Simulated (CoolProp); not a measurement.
Ammonia along the isotherm 451.85 °C: fugacity coefficient from the reference equation and from simpler models built on Tc = 132.4 °C, pc = 11.36 MPa, ω = 0.256; each cubic takes its own stable root.

Values from CoolProp's reference Helmholtz-energy equation of state, Gao 2020.

```tsv
p (MPa)	phase	reference	van der Waals	Redlich-Kwong
5.68	gas	0.9829	0.9696	0.9751
11.4	supercritical	0.9667	0.9404	0.9520
17	supercritical	0.9519	0.9134	0.9312
22.7	supercritical	0.9379	0.8878	0.9121
28.4	supercritical	0.9251	0.8644	0.8951
34.1	supercritical	0.9135	0.8436	0.8802
39.8	supercritical	0.9030	0.8256	0.8673
45.5	supercritical	0.8936	0.8106	0.8565
51.1	supercritical	0.8855	0.7988	0.8478
56.8	supercritical	0.8784	0.7896	0.8407
```
